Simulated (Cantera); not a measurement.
A closed system holds: 1 mol C₂F₆, 1.8 mol CH₄, held at 1330 Pa.

Method: chemical equilibrium by Gibbs-energy minimisation in Cantera with the NASA 1993 tables (ideal gas, pure condensed phases). Candidate condensed phases: C, C₆H₆, C₇H₈, C₈H₁₈; 110 gas species. Ions and electrons are included (thermal ionisation). The feed counts by its element totals alone. Equilibrium is a limit: real reactors are often held back by kinetics, nucleation or transport.

Question: Which condensed phases are stable at each of these points (T (K)): 2500, 2750, 3000, 3250, 3500, 3750, 4000, 4250, 4500, 4750, 5000?

Answer: 
```
T (K)  condensed phases  C condensed (%)
-----  ----------------  ---------------
2500        C(graphite)             99.7
2750        C(graphite)             98.6
3000        C(graphite)             81.1
3250           gas only              0.0
3500           gas only              0.0
3750           gas only              0.0
4000           gas only              0.0
4250           gas only              0.0
4500           gas only              0.0
4750           gas only              0.0
5000           gas only              0.0
```

From 2500 K to 3000 K the condensed part is C(graphite). From 3250 K to 5000 K nothing is condensed.
